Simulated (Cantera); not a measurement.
A perfectly stirred reactor is fed with 1.70 % H₂, 13.1 % O₂, 85.2 % N₂, at 55000 Pa; it is held at 1400 K, and followed from long to short residence time.

Cantera simulation using the H2/O2 subset of GRI-Mech 3.0, which has no nitrogen chemistry; the numbers are that mechanism's predictions, not measurements.

Problem. Predict: x(H₂) at τ = 1.00 s; x(O₂) at τ = 1.00 s; x(H₂O) at τ = 1.00 s; x(HO₂) at τ = 1.00 s; x(H₂O₂) at τ = 1.00 s; x(H₂) at τ = 37.0 ms; x(O₂) at τ = 37.0 ms; x(H₂O) at τ = 37.0 ms; x(HO₂) at τ = 37.0 ms; x(H₂O₂) at τ = 37.0 ms.

Solution. 
```json
{
 "x(H₂) at τ = 1.00 s": "1.07e-5",
 "x(O₂) at τ = 1.00 s": "0.124",
 "x(H₂O) at τ = 1.00 s": "0.0171",
 "x(HO₂) at τ = 1.00 s": "4.80e-7",
 "x(H₂O₂) at τ = 1.00 s": "2.22e-8",
 "x(H₂) at τ = 37.0 ms": "8.46e-5",
 "x(O₂) at τ = 37.0 ms": "0.123",
 "x(H₂O) at τ = 37.0 ms": "0.0169",
 "x(HO₂) at τ = 37.0 ms": "2.77e-6",
 "x(H₂O₂) at τ = 37.0 ms": "1.05e-7"
}
```
